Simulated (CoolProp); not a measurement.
A Linde-Hampson liquefier for dry air: isothermal reversible compression at 290 K from 1 atm to 10 MPa, throttling to 1 atm, return gas leaving the recuperator 2 K below the feed. Each further row changes one setting.

Model: reference Helmholtz-energy equation of state, Lemmon 2000, in CoolProp. It is a pseudo-pure fit of the blend.

```json
[
 {"case": "as stated", "liquid yield per pass": "0.048", "compression work (kJ/kg of gas)": "380"},
 {"case": "high pressure 20 MPa", "liquid yield per pass": "0.085", "compression work (kJ/kg of gas)": "438"},
 {"case": "warm-end temperature 320 K", "liquid yield per pass": "0.034", "compression work (kJ/kg of gas)": "421"},
 {"case": "warm-end gap 7 K", "liquid yield per pass": "0.036", "compression work (kJ/kg of gas)": "380"}
]
```
